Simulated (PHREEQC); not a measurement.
1.3 g of hydrous ferric oxide (600 m²/g; 0.2 weak and 0.005 strong sites per Fe, Dzombak-Morel constants, diffuse double layer) in 1 kg of water with 0.3 mol/kgw of an inert sodium salt and 0.025 mmol/kgw NiCl2 and 0.39 mmol/kgw Na2HAsO4, at 25 °C; the pH is set by adding NaOH or the inert anion's acid. Oxygen is held at 0.21 atm. No CO2 enters from the air. Nothing may precipitate in this run.

Model: ion-association model, wateq4f.dat, run in PHREEQC.

| pH | Ni sorbed (%) | As sorbed (%) | surface charge σ (C/m²) |
|---|---|---|---|
| 3 | 0.0 | 100.0 | 0.315 |
| 3.38 | 0.0 | 100.0 | 0.308 |
| 3.75 | 0.0 | 100.0 | 0.296 |
| 4.12 | 0.0 | 100.0 | 0.279 |
| 4.5 | 0.2 | 100.0 | 0.256 |
| 4.88 | 1.3 | 100.0 | 0.226 |
| 5.25 | 5.8 | 100.0 | 0.191 |
| 5.62 | 22.0 | 100.0 | 0.152 |
| 6 | 55.7 | 100.0 | 0.114 |
| 6.38 | 85.0 | 100.0 | 0.079 |
| 6.75 | 96.4 | 100.0 | 0.050 |
| 7.12 | 99.2 | 100.0 | 0.025 |
| 7.5 | 99.8 | 99.9 | 0.002 |
| 7.88 | 100.0 | 99.8 | -0.021 |
| 8.25 | 100.0 | 99.5 | -0.045 |
| 8.62 | 100.0 | 98.6 | -0.071 |
| 9 | 100.0 | 97.0 | -0.100 |

Species that the database lacks are ignored. The database has no arsenate complexes of Ni. The oxide is taken as insoluble; below pH 4 it would dissolve.
